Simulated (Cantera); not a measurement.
An adiabatic, constant-pressure homogeneous reactor starts with CH₄ : O₂ : N₂ = 1 : 3.39 : 12.7 (molar parts), equivalence ratio 0.59, at 1475 K and 2250 Torr. Integrator tolerance rtol = 1e-08.

Detailed kinetics in Cantera: GRI-Mech 3.0 (53 species, 325 reactions).

```tsv
quantity	before	after
time of steepest temperature rise	0.526 ms	0.642 s
temperature at 0.800 s	2532 K	2162 K
equilibrium temperature	2532 K	2155 K
x(CH₄) at 0.800 s	<1e-12 (gas-phase equilibrium <1e-12)	<1e-12 (gas-phase equilibrium <1e-12)
x(O₂) at 0.800 s	0.0734 (gas-phase equilibrium 0.0734)	0.0790 (gas-phase equilibrium 0.0774)
x(H₂O) at 0.800 s	0.109 (gas-phase equilibrium 0.109)	0.115 (gas-phase equilibrium 0.115)
x(HCO) at 0.800 s	1.36e-9 (gas-phase equilibrium 1.36e-9)	1.61e-11 (gas-phase equilibrium 1.48e-11)
x(NO₂) at 0.800 s	1.22e-5 (gas-phase equilibrium 1.22e-5)	4.90e-6 (gas-phase equilibrium 9.56e-6)
x(H₂O₂) at 0.800 s	3.87e-7 (gas-phase equilibrium 3.87e-7)	1.72e-7 (gas-phase equilibrium 1.67e-7)
```

Question: What was changed between the two runs?
A. initial temperature 1475 to 1498 K
B. initial temperature 1475 to 950 K
C. constant volume in place of constant pressure
D. pressure from 2250 Torr to 750 Torr

Answer: B, initial temperature 1475 to 950 K
